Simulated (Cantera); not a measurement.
Input (Python, Cantera) and output of one run.

```python
import numpy as np
import cantera as ct

gas_names = """
    CL CLO CL2 H HCL HOCL HO2 H2 H2O H2O2 O OH O2 O3
""".split()
cond_names = """
    H2O(s) H2O(L)
""".split()


# ... load() reads the species with a 1 bar reference pressure and builds the phases ...
atoms = {
    'HCl': {'H': 1, 'CL': 1},
    'O2': {'O': 2},
    'H2': {'H': 2},
}
top_T = {}  # K; cautious upper limits of use, not melting points


# ... equilibrate(T, P, feed) seeds the gas with the atoms and calls Mixture.equilibrate('TP', solver="vcs", rtol=1e-11, max_steps=5000) ...
results = []
feed = {'HCl': 1, 'O2': 3.9, 'H2': 0.21}  # mol
T = 1548.15  # K
P = 140  # Pa
mix = equilibrate(T, P, feed)
results.append((T, P, feed, dict(zip(mix.species_names, mix.species_moles))))
print(gas.report(threshold=0.001))
for i in range(1, mix.n_phases):
    print(f"{mix.phase(i).name:16s} {mix.phase_moles(i):12.5e} mol")
```

It prints:

```
       temperature   1548.2 K
          pressure   140 Pa
           density   0.0003478 kg/m^3
  mean mol. weight   31.978 kg/kmol
   phase of matter   gas

                          1 kg             1 kmol
                     ---------------   ---------------
          enthalpy         5.402e+05        1.7274e+07  J
   internal energy        1.3767e+05        4.4024e+06  J
           entropy            9835.1        3.1451e+05  J/K
    Gibbs function       -1.4686e+07       -4.6963e+08  J
 heat capacity c_p            1136.7             36348  J/K
 heat capacity c_v            876.66             28034  J/K

                      mass frac. Y      mole frac. X     chem. pot. / RT
                     ---------------   ---------------   ---------------
                CL          0.044177           0.03985           -22.505
               HCL           0.17924           0.15722           -41.091
               H2O          0.034641           0.06149           -54.553
                O2           0.74068           0.74023           -34.759
     [  +10 minor]         0.0012564         0.0012159
```

Method: chemical equilibrium by Gibbs-energy minimisation in Cantera with the NASA 1993 tables (ideal gas, pure condensed phases).
